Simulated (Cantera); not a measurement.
Cantera run:

```python
import numpy as np
import cantera as ct

gas_names = [...]  # 113 gases of nasa_gas.yaml made of C, Cu, H, O
cond_names = """
    C(gr) C6H6(L) C7H8(L) C8H18(L),n-octa Cu(cr) Cu(L) CuO(s) CuO2H2(s) Cu2O(s) Cu2O(L) H2O(s) H2O(L)
""".split()


# ... load() reads the species with a 1 bar reference pressure and builds the phases ...
atoms = {
    'Cu2O': {'Cu': 2, 'O': 1},
    'C': {'C': 1},
    'H2': {'H': 2},
}
top_T = {'C(gr)': 4500, 'CuO(s)': 1390}  # K; cautious upper limits of use, not melting points


# ... equilibrate(T, P, feed) seeds the gas with the atoms and calls Mixture.equilibrate('TP', solver="vcs", rtol=1e-11, max_steps=5000) ...
results = []
feed = {'Cu2O': 1, 'C': 0.5, 'H2': 0.18}  # mol
P = 13332.2  # Pa
for T in [973, 1073, 1173, 1273, 1373, 1473, 1573]:
    mix = equilibrate(T, P, feed)
    results.append((T, P, feed, dict(zip(mix.species_names, mix.species_moles))))

top = {s: max(r[3][s] / sum(r[3][g] for g in gas_names) for r in results) for s in gas_names}
cols = sorted((s for s in top if top[s] > 0.0001), key=lambda s: -top[s])[:8]
seen = [c for c in cond_names if any(r[3].get(c, 0) > 1e-12 for r in results)]
print("log10 of partial pressures in bar; condensed amounts in mol")
print(f"{'T/K':>10s}" + "".join(f"{s[:9]:>10s}" for s in cols + seen))
for T, P, feed, n in results:
    ng = sum(n[g] for g in gas_names)
    print(f"{T:10.4g}" + "".join(f"{np.log10(max(n[s] / ng * P / 1e5, 1e-99)):10.3f}" for s in cols)
          + "".join(f"{n.get(c, 0):10.4g}" for c in seen))
```

It prints:

```
log10 of partial pressures in bar; condensed amounts in mol
       T/K       CO2        CO       H2O        H2        Cu    Cu(cr)     Cu(L)
       973    -1.127    -1.630    -1.630    -1.926   -11.290         2         0
      1073    -1.140    -1.593    -1.593    -2.011    -9.623         2         0
      1173    -1.149    -1.567    -1.567    -2.088    -8.243         2         0
      1273    -1.157    -1.548    -1.548    -2.157    -7.084         2         0
      1373    -1.163    -1.534    -1.534    -2.219    -6.102         0         2
      1473    -1.167    -1.523    -1.523    -2.273    -5.286         0         2
      1573    -1.171    -1.516    -1.516    -2.322    -4.577         0         2
```

Cantera equilibrium calculation (NASA polynomials, part measured and part estimated; ideal gas, pure solids and liquids).
